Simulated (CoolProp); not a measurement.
200 sccm (0 °C, 1 atm) of nitrogen bubbles through liquid dimethyl carbonate at 323.3 K and leaves saturated at a total pressure of 0.15 MPa (ideal gas phase). Each further row changes one setting.

Model: reference Helmholtz-energy equation of state, Zhou 2011, in CoolProp.

```csv
case,vapour pressure (kPa),mole fraction of vapour,delivery (mg/min),delivery (sccm),change of delivery for a bath 1 K warmer (%)
as stated,23.4,0.156,149,37.0,5.1
bath temperature 328.3 K,28.8,0.192,191,47.5,5.2
total pressure 0.3 MPa,23.4,0.0780,68.0,16.9,4.7
```
